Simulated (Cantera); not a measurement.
A freely propagating, adiabatic, planar premixed flame of H₂ : O₂ : N₂ = 1 : 0.263 : 1.16 (molar parts), equivalence ratio 1.9, unburnt at 300 K and 4.93 atm; mixture-averaged transport, grid criteria slope 0.08 and curve 0.16, no radiation.

Computed with Cantera and the H2/O2 subset of GRI-Mech 3.0, which has no nitrogen chemistry. The hydrogen kinetics of GRI-Mech 3.0 are dated; newer H2 mechanisms differ, most at raised pressure. Burning velocities carry a grid error of a few per cent, more on coarse grids.

Q: How do the results move with these cheaper or finer settings: unity-Lewis-number transport; multicomponent transport; multicomponent+Soret transport; grid criteria slope 0.5, curve 1; grid criteria slope 0.25, curve 0.5; grid criteria slope 0.03, curve 0.06?

A: 
| setting | laminar burning velocity | thermal thickness | peak x(OH) | peak x(HO₂) | grid points |
|---|---|---|---|---|---|
| as above | 227 cm/s | 0.0474 mm | 0.00218 | 0.00104 | 109 |
| unity-Lewis-number transport | 144 cm/s | 0.0549 mm | 0.00220 | 0.000635 | 111 |
| multicomponent transport | 224 cm/s | 0.0473 mm | 0.00215 | 0.00103 | 109 |
| multicomponent+Soret transport | 214 cm/s | 0.0454 mm | 0.00223 | 0.00105 | 111 |
| grid criteria slope 0.5, curve 1 | 237 cm/s | 0.0633 mm | 0.00217 | 0.000903 | 37 |
| grid criteria slope 0.25, curve 0.5 | 237 cm/s | 0.0510 mm | 0.00239 | 0.00101 | 51 |
| grid criteria slope 0.03, curve 0.06 | 226 cm/s | 0.0462 mm | 0.00213 | 0.00104 | 269 |
Unity Lewis numbers drop preferential diffusion, which matters most where H2 and H carry the flame; Soret adds thermal diffusion.
